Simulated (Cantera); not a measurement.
A freely propagating, adiabatic, planar premixed flame of CH₄ : C₂H₆ : O₂ : N₂ : H₂O = 1 : 0.11 : 1.59 : 5.98 : 1.9 (molar parts), unburnt at 650 K and 670000 Pa; multicomponent+Soret transport, grid criteria slope 0.08 and curve 0.16, no radiation.

Model: GRI-Mech 3.0 (53 species, 325 reactions), integrated in Cantera. Burning velocities carry a grid error of a few per cent, more on coarse grids.

Predict: laminar burning velocity; thermal thickness; peak x(CH₃); peak x(HCN).


```json
{
  "laminar_burning_velocity": "18.8 cm/s",
  "thermal_thickness": "0.293 mm",
  "peak x(CH₃)": "0.000752",
  "peak x(HCN)": "2.01e-6"
}
```
